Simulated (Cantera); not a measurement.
**C3H8 + NH3 + H2 (carbon deposition, reforming and gasification)**

Charge: 1 mol C3H8, 0.17 mol NH3, 52 mol H2, held at 0.120 bar.

Method: chemical equilibrium by Gibbs-energy minimisation in Cantera with the NASA 1993 tables (ideal gas, pure condensed phases). Candidate condensed phases: C, C6H6, C7H8, C8H18; 92 gas species. Rates play no part.

```
T (K)   x H2    x H  x C2H2 (acetylene)    x HCN     x C2H      x C3      x N2     x HNC  n C(graphite)
-----  -----  -----  ------------------  -------  --------  --------  --------  --------  -------------
2625   0.868  0.114              0.0155  0.00178  0.000188   2.63e-5  0.000403  0.000239          0.966
2675   0.842  0.137              0.0181  0.00183  0.000299   5.25e-5  0.000350  0.000259          0.586
2725   0.813  0.162              0.0210  0.00186  0.000465  0.000102  0.000303  0.000276          0.152
2775   0.784  0.191              0.0215  0.00184  0.000635  0.000163  0.000280  0.000287              0
2825   0.752  0.223              0.0208  0.00180  0.000812  0.000237  0.000269  0.000293              0
2875   0.717  0.259              0.0199  0.00175   0.00102  0.000340  0.000258  0.000298              0
2925   0.680  0.297              0.0189  0.00170   0.00127  0.000479  0.000247  0.000301              0
2975   0.640  0.337              0.0178  0.00164   0.00155  0.000662  0.000238  0.000303              0
```
x: gas mole fraction; n: condensed amount in mol.

From 2625 K to 2725 K the condensed part is C(graphite). From 2775 K to 2975 K nothing is condensed. The main C-bearing gas is C2H2 (acetylene) throughout.
